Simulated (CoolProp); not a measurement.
A single-stage vapour-compression cycle with the fluid: evaporating at 244.15 K (dew point), condensing at 288.15 K (bubble point), superheat 8 K, subcooling 2 K, compressor efficiency 0.85, no pressure losses. The same conditions are run with several fluids, on thermodynamics alone (safety and materials aside).

Values from CoolProp's reference Helmholtz-energy equation of state of each fluid (CH3F (R41): Lemmon 2006; R507A: Lemmon 2003; trans-2-butene: Lemmon 2005; R236FA: Pan 2012; c-C4F8 (RC318): Platzer 1990; R1224YDZ: Akasaka 2023). The equations of Platzer and Polt are older, rougher fits. Blends and air are pseudo-pure fits.

| fluid | cooling COP | pressure ratio | discharge temperature (K) | refrigerating effect (kJ/kg) | volumetric capacity (kJ/m³) |
|---|---|---|---|---|---|
| CH3F (R41) | 3.47 | 3.54 | 347.3 | 313 | 5000 |
| R507A | 3.76 | 4.41 | 307.0 | 135 | 1510 |
| trans-2-butene | 4.11 | 6.12 | 312.2 | 351 | 263 |
| R236FA | 3.94 | 6.99 | 297.9 | 129 | 261 |
| c-C4F8 (RC318) | 3.75 | 6.40 | 288.1 | 86.8 | 295 |
| R1224YDZ | 4.06 | 7.95 | 305.9 | 149 | 137 |

The compression ends wet for: c-C4F8 (RC318).
